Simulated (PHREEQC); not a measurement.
**Alkaline etch or developer**

Consider water at 20 °C with 7.1 mmol/kgw KOH and 0.34 mmol/kgw K3PO4. Closed to the air; pH follows from the charge balance.

Equilibrium calculation in PHREEQC: ion-association model, phreeqc.dat.

The pH comes out as 11.99 and the ionic strength comes out as 0.00872 mol/kgw. The specific conductance is 1740 µS/cm. The total alkalinity is 7.78 meq/kg.

```json
[
 {"species": "K+", "molality": "0.00812", "activity": "0.00736", "log γ": "-0.043"},
 {"species": "OH-", "molality": "0.00731", "activity": "0.00662", "log γ": "-0.043"},
 {"species": "HPO4-2", "molality": "0.000205", "activity": "0.000141", "log γ": "-0.164"},
 {"species": "PO4-3", "molality": "0.000133", "activity": "5.54e-5", "log γ": "-0.379"},
 {"species": "KHPO4-", "molality": "2.22e-6", "activity": "2.02e-6", "log γ": "-0.041"},
 {"species": "H2PO4-", "molality": "2.64e-9", "activity": "2.41e-9", "log γ": "-0.041"}
]
```

No solid was allowed to form.
